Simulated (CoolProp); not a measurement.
n-perfluoropentane at 298.15 K and 0.0719 MPa is throttled through a valve to 0.0113 MPa with no heat exchange. Each further row changes one setting.

Computed with CoolProp (reference Helmholtz-energy equation of state, Gao 2022).

```csv
case,temperature change (K),final density (kg/m³)
as stated,-1.3,1.33
outlet pressure 0.00339 MPa,-1.4,0.397
outlet pressure 0.0147 MPa,-1.2,1.73
```
